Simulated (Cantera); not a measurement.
Input: 1 mol CaCl2, 2.7 mol O2, 350 mol H2, held at 13.3 mbar.

Method: chemical equilibrium by Gibbs-energy minimisation in Cantera with the NASA 1993 tables (ideal gas, pure condensed phases). Candidate condensed phases: Ca, CaCl2, CaO, Ca(OH)2, H2O; 21 gas species. Mutual solubility and eutectic melting of coexisting phases are not modelled. Condensed phases not in the tables: oxide chlorides. The numbers say what is thermodynamically allowed, not how fast it happens.

x: gas mole fraction; n: condensed amount in mol.

| T (K) | x H2 | x H2O | x HCl | x CaCl2 | x H | x Cl | n CaCl2(s) | n CaO(s) | n CaCl2(l) |
|---|---|---|---|---|---|---|---|---|---|
| 873 | 0.984 | 0.0152 | 0.000355 | 6.85e-9 | … | <1e-12 | 0.938 | 0.0622 | 0 |
| 923 | 0.984 | 0.0150 | 0.000786 | 7.14e-8 | … | 1.62e-12 | 0.862 | 0.138 | 0 |
| 973 | 0.984 | 0.0146 | 0.00159 | 5.81e-7 | … | 1.41e-11 | 0.722 | 0.278 | 0 |
| 1023 | 0.983 | 0.0139 | 0.00296 | 3.82e-6 | … | 9.86e-11 | 0.481 | 0.518 | 0 |
| 1073 | 0.982 | 0.0129 | 0.00489 | 1.92e-5 | … | 5.42e-10 | 0 | 0.859 | 0.135 |
| 1123 | 0.982 | 0.0126 | 0.00561 | 4.22e-5 | … | 1.86e-9 | 0 | 0.985 | 0 |
| 1173 | 0.982 | 0.0126 | 0.00557 | 6.43e-5 | … | 5.02e-9 | 0 | 0.977 | 0 |
| 1223 | 0.982 | 0.0126 | 0.00551 | 9.36e-5 | … | 1.25e-8 | 0 | 0.967 | 0 |
| 1273 | 0.982 | 0.0127 | 0.00544 | 0.000131 | … | 2.88e-8 | 0 | 0.954 | 0 |
| 1323 | 0.982 | 0.0127 | 0.00535 | 0.000176 | … | 6.21e-8 | 0 | 0.938 | 0 |
| 1373 | 0.982 | 0.0128 | 0.00524 | 0.000230 | … | 1.26e-7 | 0 | 0.919 | 0 |
| 1423 | 0.982 | 0.0128 | 0.00512 | 0.000290 | … | 2.43e-7 | 0 | 0.898 | 0 |
| 1473 | 0.982 | 0.0129 | 0.00498 | 0.000356 | … | 4.47e-7 | 0 | 0.875 | 0 |

Task: Fill in the missing entries.

Result: 
- 873, x H: 4.02e-10
- 923, x H: 2.10e-9
- 973, x H: 9.29e-9
- 1023, x H: 3.56e-8
- 1073, x H: 1.20e-7
- 1123, x H: 3.65e-7
- 1173, x H: 1.01e-6
- 1223, x H: 2.58e-6
- 1273, x H: 6.12e-6
- 1323, x H: 1.36e-5
- 1373, x H: 2.86e-5
- 1423, x H: 5.70e-5
- 1473, x H: 0.000109
